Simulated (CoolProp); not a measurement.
A closed Brayton cycle with carbon dioxide: compressor inlet 321.15 K and 7.8 MPa, high pressure 23 MPa, turbine inlet 785 K, compressor efficiency 0.8, turbine efficiency 0.85, recuperator effectiveness 0.8 (on enthalpy, no pinch check). Each further row changes one setting.

Values from CoolProp's reference Helmholtz-energy equation of state, Span 1996.

```json
[
 {"case": "as stated", "thermal efficiency (%)": "25.3", "net work (kJ/kg)": "66.0", "compressor to turbine work": "0.47", "compressor exit (K)": "414.0", "turbine exit (K)": "666.7"},
 {"case": "turbine inlet 735 K", "thermal efficiency (%)": "23.5", "net work (kJ/kg)": "56.6", "compressor to turbine work": "0.51", "compressor exit (K)": "414.0", "turbine exit (K)": "620.9"},
 {"case": "compressor inlet 331.15 K", "thermal efficiency (%)": "23.7", "net work (kJ/kg)": "58.5", "compressor to turbine work": "0.53", "compressor exit (K)": "431.0", "turbine exit (K)": "666.7"},
 {"case": "high pressure 19.6 MPa", "thermal efficiency (%)": "24.4", "net work (kJ/kg)": "59.5", "compressor to turbine work": "0.45", "compressor exit (K)": "399.7", "turbine exit (K)": "683.8"},
 {"case": "recuperator effectiveness 0.5", "thermal efficiency (%)": "19.0", "net work (kJ/kg)": "66.0", "compressor to turbine work": "0.47", "compressor exit (K)": "414.0", "turbine exit (K)": "666.7"}
]
```
